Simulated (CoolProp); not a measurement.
Vapour-liquid equilibrium of CHF3 (R23) (1) + R143a (2) at 196.8 K; x and y are mole fractions of (1).

Values from CoolProp's multi-fluid Helmholtz-energy mixture model, Penoncello 2003 and Lemmon and Jacobsen 2000; pair parameters Bell 2016.

| x | bubble pressure (MPa) | y at the bubble point | dew pressure at overall composition x (MPa) | liquid density (mol/L) |
|---|---|---|---|---|
| 0.05 | 0.02491 | 0.233 | 0.02093 | 15.01 |
| 0.125 | 0.03309 | 0.468 | 0.02240 | 15.35 |
| 0.2 | 0.04211 | 0.618 | 0.02409 | 15.69 |
| 0.275 | 0.05165 | 0.719 | 0.02606 | 16.05 |
| 0.35 | 0.06142 | 0.789 | 0.02840 | 16.42 |
| 0.425 | 0.07117 | 0.839 | 0.03122 | 16.80 |
| 0.5 | 0.08074 | 0.876 | 0.03468 | 17.20 |
| 0.575 | 0.09002 | 0.904 | 0.03903 | 17.61 |
| 0.65 | 0.09898 | 0.927 | 0.04469 | 18.04 |
| 0.725 | 0.1077 | 0.946 | 0.05237 | 18.49 |
| 0.8 | 0.1161 | 0.962 | 0.06339 | 18.96 |
| 0.875 | 0.1246 | 0.977 | 0.08051 | 19.45 |
| 0.95 | 0.1332 | 0.991 | 0.1096 | 19.97 |

No azeotrope shows between x = 0.05 and 0.95.

The pair parameters rest on a limited set of measurements; away from them the model extrapolates. The gap from Raoult's law changes sign with composition, which may be real or a fault of the pair parameters; it wasn't checked against measurements.
